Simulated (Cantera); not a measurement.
Iron carbonyl, mercury and lead vapours: PbO + H2

Charge: 1 mol PbO, a varied amount of H2, at 1548.15 K and 0.133 bar.

Cantera equilibrium calculation (NASA polynomials, part measured and part estimated; ideal gas, pure solids and liquids). Candidate condensed phases: H2O, Pb, PbO, PbO2, Pb3O4; 12 gas species. Rates play no part.

```tsv
n(H2) (mol)	x H2	x H2O	x Pb	x H	x Pb2	x PbO	x OH
6	0.714	0.143	0.143	7.14e-5	3.98e-5	1.49e-5	4.77e-7
7.5	0.765	0.118	0.118	7.39e-5	2.70e-5	9.42e-6	3.80e-7
9.3	0.806	0.0971	0.0970	7.58e-5	1.84e-5	6.09e-6	3.05e-7
11	0.833	0.0833	0.0833	7.71e-5	1.35e-5	4.34e-6	2.58e-7
14	0.867	0.0667	0.0666	7.86e-5	8.67e-6	2.67e-6	2.02e-7
18	0.895	0.0526	0.0526	7.99e-5	5.40e-6	1.61e-6	1.57e-7
22	0.913	0.0435	0.0435	8.07e-5	3.69e-6	1.08e-6	1.28e-7
27	0.928	0.0357	0.0357	8.14e-5	2.49e-6	7.15e-7	1.05e-7
33	0.941	0.0294	0.0294	8.19e-5	1.69e-6	4.78e-7	8.56e-8
41	0.952	0.0238	0.0238	8.24e-5	1.11e-6	3.10e-7	6.89e-8
```
x: gas mole fraction; nothing condenses.

From 6 mol H2 to 41 mol H2 nothing is condensed. The main Pb-bearing gas is Pb throughout.
